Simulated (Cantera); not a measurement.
Mixture: CH4 : CO : O2 : N2 = 1 : 0.064 : 2.12 : 7.96 (molar parts), equivalence ratio 0.96, at 1000000 Pa, adiabatic and at constant volume. Ignition delay is the time to a rise of 400 K.

Computed with Cantera and GRI-Mech 3.0 (53 species, 325 reactions).

Task: What does this change do: O2 2.12 to 1.5 parts?

Result: 
```json
[
 {"quantity": "delay at 1198 K", "before": "4.94 ms", "after": "8.18 ms"},
 {"quantity": "delay at 1398 K", "before": "0.487 ms", "after": "0.805 ms"},
 {"quantity": "delay at 1598 K", "before": "71.2 µs", "after": "0.110 ms"},
 {"quantity": "delay at 1798 K", "before": "14.9 µs", "after": "20.7 µs"},
 {"quantity": "delay at 1998 K", "before": "4.46 µs", "after": "5.74 µs"},
 {"quantity": "apparent activation energy between 1798 and 1998 K", "before": "180 kJ/mol", "after": "190 kJ/mol"}
]
```

Task: What does this change do: N2 7.96 to 19 parts?

Result: 
```json
[
 {"quantity": "delay at 1198 K", "before": "4.94 ms", "after": "11.3 ms"},
 {"quantity": "delay at 1398 K", "before": "0.487 ms", "after": "1.17 ms"},
 {"quantity": "delay at 1598 K", "before": "71.2 µs", "after": "0.159 ms"},
 {"quantity": "delay at 1798 K", "before": "14.9 µs", "after": "29.4 µs"},
 {"quantity": "delay at 1998 K", "before": "4.46 µs", "after": "8.15 µs"},
 {"quantity": "apparent activation energy between 1798 and 1998 K", "before": "180 kJ/mol", "after": "190 kJ/mol"}
]
```
